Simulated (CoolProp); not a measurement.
The fluid at 293.15 K and 0.115 MPa flows at 0.4 m/s in a round tube of 6 mm bore and 1.5 µm roughness, fully developed (64/Re and Nu = 3.66 if laminar; Colebrook and Gnielinski if turbulent). The same conditions are run with several fluids, on thermodynamics alone (safety and materials aside).

The numbers come from the reference Helmholtz-energy equation of state of each fluid (nitrogen: Span 2000; R410A: Lemmon 2003; methane: Setzmann 1991; R22: Kamei 1995; R507A: Lemmon 2003) in CoolProp. Blends and air are pseudo-pure fits.

Question: Rank nitrogen, R410A, methane, R22, R507A by Reynolds number, highest first.

Answer: R507A (954), R22 (736), R410A (660), nitrogen (181), methane (165)

```
fluid     Darcy friction factor  pressure drop (Pa/m)  heat-transfer coefficient (W/(m² K))  mass flow (kg/h)
--------  ---------------------  --------------------  ------------------------------------  ----------------
nitrogen                  0.354                  6.25                                  15.5            0.0538
R410A                    0.0970                  4.50                                  7.91             0.142
methane                   0.388                  3.92                                  20.4            0.0309
R22                      0.0870                  4.82                                  6.82             0.169
R507A                    0.0671                  4.26                                  8.00             0.194
```

Transport values come from each fluid's own correlations; those of R22 are estimates that may be off by 10 % or more.
